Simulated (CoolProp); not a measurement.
Values from CoolProp's reference Helmholtz-energy equation of state, Lemmon 2006. It is a short technical equation, of lower accuracy than the large ones.

### Question
For toluene, give the phase and the cp (kJ/(kg K)), fugacity coefficient at -9.85 °C and 8.18 MPa.

### Answer
- -9.85 °C and 8.18 MPa: liquid; cp 1.59, fugacity coefficient 8.44e-5
